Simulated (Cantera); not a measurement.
**Equilibrium for silicon carbide growth: Si(CH3)4 + C2H4 + H2**

Feed: 1 mol Si(CH3)4, 0.072 mol C2H4, 620 mol H2, at 2098.15 K and 3.60 mbar.

Equilibrium computed with Cantera from the NASA thermochemical tables; the gas is ideal and each condensed phase is pure. Candidate condensed phases: C, C6H6, C7H8, C8H18, Si, SiC; 87 gas species. The numbers say what is thermodynamically allowed, not how fast it happens.

```json
{
 "x(H2)": "0.947",
 "x(H)": "0.0500",
 "x(Si)": "0.00136",
 "x(C2H2 (acetylene))": "0.00135",
 "x(SiC2)": "8.72e-5",
 "x(SiH)": "4.33e-5",
 "x(Si2C)": "2.68e-5",
 "x(SiH2)": "6.42e-6",
 "x(C2H)": "1.84e-6",
 "n(C(graphite))": "2.27 mol",
 "gas_amount": "643.2 mol",
 "log10 activity of Si(l) (absent)": "-1.43"
}
```
